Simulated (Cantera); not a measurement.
# Hydrocarbon pyrolysis for carbon deposition

An isothermal, constant-pressure homogeneous reactor starts with 15.8 % C₂H₄, 84.0 % H₂, 0.158 % H₂O, at 1575 K and 20.0 Torr.

Model: GRI-Mech 3.0 (53 species, 325 reactions), integrated in Cantera. GRI-Mech 3.0 was tuned for natural gas; its chemistry of ethylene as a main component is partial and can be far from experiment. GRI-Mech 3.0 stops at C3 and has no aromatics, soot or wall deposition, so with more carbon than oxygen in the feed, carbon stays in small species such as C2H2 where larger ones or solid carbon would form. Radical loss at walls, strong at low pressure, is not modelled.

| t (s) | x C₂H₄ | x H₂ | x CH₂ | x CH₃ | x C₂H |
|---|---|---|---|---|---|
| 0.00100 | 0.157 | 0.840 | 5.83e-11 | 8.42e-10 | 3.66e-12 |
| 0.00179 | 0.156 | 0.840 | 1.07e-10 | 2.00e-9 | 1.20e-11 |
| 0.00322 | 0.155 | 0.840 | 1.94e-10 | 4.80e-9 | 3.98e-11 |
| 0.00578 | 0.151 | 0.841 | 3.46e-10 | 1.11e-8 | 1.34e-10 |
| 0.0104 | 0.145 | 0.842 | 5.84e-10 | 2.36e-8 | 4.45e-10 |
| 0.0186 | 0.133 | 0.843 | 8.39e-10 | 4.17e-8 | 1.33e-9 |
| 0.0334 | 0.111 | 0.846 | 9.07e-10 | 5.70e-8 | 3.13e-9 |
| 0.0599 | 0.0787 | 0.851 | 7.78e-10 | 6.98e-8 | 6.10e-9 |
| 0.107 | 0.0411 | 0.856 | 5.73e-10 | 9.63e-8 | 1.15e-8 |
| 0.193 | 0.0102 | 0.860 | 3.52e-10 | 1.83e-7 | 2.49e-8 |
| 0.346 | 0.000524 | 0.862 | 3.25e-10 | 5.89e-7 | 7.80e-8 |
| 0.621 | 0.000432 | 0.861 | 4.85e-10 | 9.83e-7 | 1.10e-7 |
| 1.11 | 0.000431 | 0.861 | 5.60e-10 | 1.29e-6 | 1.11e-7 |
| 2.00 | 0.000431 | 0.861 | 6.88e-10 | 1.82e-6 | 1.11e-7 |
x: mole fraction; the columns are a selection and need not sum to one.

Equilibrium at this temperature and pressure: C₂H₄ 0.000426, H₂ 0.860, CH₂ 4.30e-9, CH₃ 1.72e-5, C₂H 1.09e-7 (gas phase only).
